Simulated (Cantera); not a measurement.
A closed system holds: 1 mol CH2F2, 0.37 mol Si, 1.1 mol H2, held at 602 °C and 0.825 Torr.

These are equilibrium values from Cantera (NASA tables, ideal gas, pure condensed phases), not measurements of a reactor. Candidate condensed phases: C, C6H6, C7H8, C8H18, Si, SiC; 113 gas species. Equilibrium is a limit: real reactors are often held back by kinetics, nucleation or transport.

Base state: H2 0.674, HF 0.191, SiF4 0.136, CH4 0.000218 (mole fractions); condensed: C(graphite).

Problem. What changes in the equilibrium state with this change: CH2F2 replaced by CF4?

Solution. 
```json
[
 {"species": "HF", "before": "0.191", "after": "0.830"},
 {"species": "SiF4", "before": "0.136", "after": "0.140"},
 {"species": "CF4", "before": "<1e-9", "after": "0.0302"},
 {"species": "H2", "before": "0.674", "after": "<1e-9"},
 {"species": "CH4", "before": "0.000218", "after": "<1e-9"},
 {"species": "C(graphite), mol", "before": "0.999", "after": "0.920"}
]
```
Condensed phases not in the tables: fluorocarbon polymer. Gases not in the tables: C2F6 and larger saturated fluorocarbons.

Problem. What changes in the equilibrium state with this change: Si from 0.37 to 0.53 mol?

Solution. 
```tsv
species	before	after
H2	0.674	0.807
SiF4	0.136	0.192
SiHF3	9.90e-8	0.000437
HF	0.191	7.32e-5
SiF3	3.02e-9	1.22e-5
CH4	0.000218	0.000313
C(graphite), mol	0.999	0.969
SiC(s), mol	0	0.0298
```
The tables' values for SiF3 are old estimates; treat these amounts as uncertain.
